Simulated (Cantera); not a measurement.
## Ammonia decomposition in nitride growth gas

A perfectly stirred reactor is fed with 82.0 % NH3, 18.0 % N2, at 20.0 Torr; it is held at 1650 K, and followed from long to short residence time.

Model: the gas-phase N/H chemistry of the illustrative SiF4/NH3 mechanism in the Surface Chemkin manual (1991), integrated in Cantera. Walls and surfaces, which speed up NH3 decomposition in real reactors, are not modelled.

```json
[
 {"τ (s)": "4.6", "x NH3": "0.703", "x N2H2": "2.02e-6", "x N": "3.69e-8", "x H2": "0.0957", "x NH": "1.26e-6", "x H": "1.14e-5", "x N2": "0.201"},
 {"τ (s)": "1.1", "x NH3": "0.789", "x N2H2": "2.42e-6", "x N": "1.39e-8", "x H2": "0.0255", "x NH": "1.03e-6", "x H": "3.08e-6", "x N2": "0.186"},
 {"τ (s)": "0.27", "x NH3": "0.812", "x N2H2": "2.29e-6", "x N": "3.20e-9", "x H2": "0.00584", "x NH": "7.78e-7", "x H": "7.39e-7", "x N2": "0.182"},
 {"τ (s)": "0.065", "x NH3": "0.818", "x N2H2": "1.39e-6", "x N": "4.79e-10", "x H2": "0.000908", "x NH": "4.92e-7", "x H": "1.29e-7", "x N2": "0.180"},
 {"τ (s)": "0.016", "x NH3": "0.820", "x N2H2": "1.97e-7", "x N": "3.46e-11", "x H2": "6.22e-5", "x NH": "1.07e-7", "x H": "1.74e-8", "x N2": "0.180"},
 {"τ (s)": "0.0038", "x NH3": "0.820", "x N2H2": "1.01e-8", "x N": "3.04e-12", "x H2": "8.79e-6", "x NH": "7.59e-9", "x H": "1.03e-8", "x N2": "0.180"},
 {"τ (s)": "0.00091", "x NH3": "0.820", "x N2H2": "4.38e-10", "x N": "<1e-12", "x H2": "2.02e-6", "x NH": "3.67e-10", "x H": "9.96e-9", "x N2": "0.180"}
]
```
x: mole fraction; the columns are a selection and need not sum to one.
